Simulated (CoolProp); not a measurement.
Dodecamethylpentasiloxane (MD3M) along the isobar 1.32 MPa: Z from the reference equation and from simpler models built on Tc = 628.0 K, pc = 0.9540 MPa, ω = 0.730; each cubic takes its own stable root.

Values from CoolProp's reference Helmholtz-energy equation of state, Thol 2019.

```
T (K)   phase  reference
-----  ------  ---------
487.4  liquid     0.1841
499.9  liquid     0.1834
512.5  liquid     0.1830
525    liquid     0.1831
537.6  liquid     0.1835
550.1  liquid     0.1845
562.7  liquid     0.1862
575.2  liquid     0.1886
587.8  liquid     0.1921
```

Problem. How far does each simpler model (van der Waals, Soave-Redlich-Kwong, Peng-Robinson) lie from the reference over these 9 states: mean and median of the absolute difference, and the worst?

Solution. 
- van der Waals: mean 68.1 %, median 68.5 %, worst +72.0 % at 487.4 K and 1.32 MPa
- Soave-Redlich-Kwong: mean 13.2 %, median 12.7 %, worst +16.4 % at 587.8 K and 1.32 MPa
- Peng-Robinson: mean 1.2 %, median 1.0 %, worst +3.5 % at 587.8 K and 1.32 MPa
